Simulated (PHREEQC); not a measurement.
# Ultrapure water in contact with air or piping

Model water analysis in mg/L, 25 °C, pH 6.17, pe 0.3:

```json
[
 {"constituent": "Na", "mg/L": "0.0207"},
 {"constituent": "K", "mg/L": "0.00309"},
 {"constituent": "Ca", "mg/L": "0.000661"},
 {"constituent": "Mg", "mg/L": "0.0102"},
 {"constituent": "Cl", "mg/L": "0.00833"},
 {"constituent": "S(6) as SO4", "mg/L": "0.0187"},
 {"constituent": "Alkalinity as HCO3", "mg/L": "0.0754"},
 {"constituent": "Fe(2)", "mg/L": "0.00257"},
 {"constituent": "Li", "mg/L": "1.16e-05"},
 {"constituent": "N(-3) as NH4", "mg/L": "0.00022"},
 {"constituent": "Br", "mg/L": "1.49e-05"},
 {"constituent": "B", "mg/L": "3.29e-05"},
 {"constituent": "Sr", "mg/L": "0.000993"}
]
```

Valence states are taken as typed.

Equilibrium calculation in PHREEQC: ion-association model, phreeqc.dat.

No solid was allowed to form.

Question: Estimate the ionic strength, charge-balance error.

Answer: ionic strength 3.29e-6 mol/kgw; charge-balance error 2.3 %.

Question: In which forms is C present?

Answer: CO2 60 %, HCO3- 40 % of the C.

Species that the database lacks are ignored.
